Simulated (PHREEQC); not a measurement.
Dissolve 34 mmol/kgw ZnCl2 at 25 °C. Closed to the air; pH follows from the charge balance.

All values are PHREEQC results (ion-association model, phreeqc.dat), not measurements.

| Item | Result |
|---|---|
| pH | 5.26 |
| ionic strength | 0.0975 mol/kgw |
| specific conductance | 6560 µS/cm |
| density | 1.001 g/cm³ |

```tsv
species	molality	activity	log γ
Cl-	0.0657	0.0505	-0.114
Zn+2	0.0318	0.0120	-0.421
ZnCl+	0.00212	0.00164	-0.113
ZnCl2	8.46e-5	8.66e-5	0.010
H+	6.65e-6	5.50e-6	-0.083
ZnCl3-	6.36e-6	4.90e-6	-0.113
ZnOHCl	3.58e-6	3.66e-6	0.010
ZnOH+	3.07e-6	2.40e-6	-0.106
ZnCl4-2	3.27e-7	1.24e-7	-0.421
Zn(OH)2	4.89e-9	5.00e-9	0.010
OH-	2.41e-9	1.84e-9	-0.117
```

Precipitation was switched off in this run.
